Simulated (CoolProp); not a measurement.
The fluid at 293.15 K and 0.78 MPa is throttled through a valve to 0.195 MPa with no heat exchange. The same conditions are run with several fluids, on thermodynamics alone (safety and materials aside).

Values from CoolProp's reference Helmholtz-energy equation of state of each fluid (carbonyl sulfide: Lemmon 2006; CH3F (R41): Lemmon 2006; hydrogen chloride: Thol 2018; ethane: Bücker 2006; methane: Setzmann 1991).

```
fluid              temperature change (K)  final density (kg/m³)
-----------------  ----------------------  ---------------------
carbonyl sulfide                    -13.6                   5.18
CH3F (R41)                              …                      …
hydrogen chloride                       …                      …
ethane                                  …                   2.51
methane                              -2.7                      …
```

Problem. What belongs in the gaps?

Solution. 
- CH3F (R41), temperature change (K): -11.6
- CH3F (R41), final density (kg/m³): 2.89
- hydrogen chloride, temperature change (K): -9.9
- hydrogen chloride, final density (kg/m³): 3.06
- ethane, temperature change (K): -7.1
- methane, final density (kg/m³): 1.30
